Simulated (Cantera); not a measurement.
A freely propagating, adiabatic, planar premixed flame of C3H8 : O2 : N2 = 1 : 5.68 : 21.4 (molar parts), unburnt at 675 K and 100000 Pa; mixture-averaged transport, grid criteria slope 0.08 and curve 0.16, no radiation.

Model: GRI-Mech 3.0 (53 species, 325 reactions), integrated in Cantera. GRI-Mech 3.0 was tuned for natural gas; its chemistry of propane as a main component is partial and can be far from experiment. Burning velocities carry a grid error of a few per cent, more on coarse grids.

x: mole fraction of selected species; z is measured from the peak of heat release.

```tsv
z (mm)	T (K)	u (m/s)	x C3H8	x O2	x CH2	x CH2CO	x N2O	x OH
-0.803	675	1.88	0.0356	0.202	<1e-8	<1e-8	<1e-8	<1e-8
-0.535	676	1.89	0.0355	0.202	<1e-8	1.46e-7	<1e-8	<1e-8
-0.401	680	1.90	0.0355	0.201	<1e-8	8.34e-7	<1e-8	1.36e-8
-0.268	705	1.98	0.0351	0.198	<1e-8	9.60e-6	<1e-8	6.05e-7
-0.134	944	2.71	0.0280	0.173	…	0.000245	<1e-8	3.52e-5
-0.0669	1301	3.85	0.0115	0.135	…	0.000987	1.80e-8	0.000446
0	1685	5.09	0.000565	0.0898	…	0.00134	4.98e-8	0.00287
0.0669	1858	5.64	1.28e-6	0.0620	…	0.000358	9.80e-8	0.00684
0.134	1908	5.78	<1e-8	0.0504	…	3.32e-5	1.37e-7	0.00915
0.268	1962	5.90	<1e-8	0.0428	<1e-8	1.66e-7	1.60e-7	0.0105
0.535	2034	6.08	<1e-8	0.0384	<1e-8	<1e-8	1.65e-7	0.0110
1.07	2120	6.30	<1e-8	0.0354	<1e-8	<1e-8	1.80e-7	0.0108
2.14	2211	6.53	<1e-8	0.0326	<1e-8	<1e-8	2.09e-7	0.00990
```

### Question
Some entries are withheld; supply them.

### Answer

- -0.134, x CH2: 3.03e-7
- -0.0669, x CH2: 1.25e-5
- 0, x CH2: 6.20e-5
- 0.0669, x CH2: 2.51e-5
- 0.134, x CH2: 2.00e-6
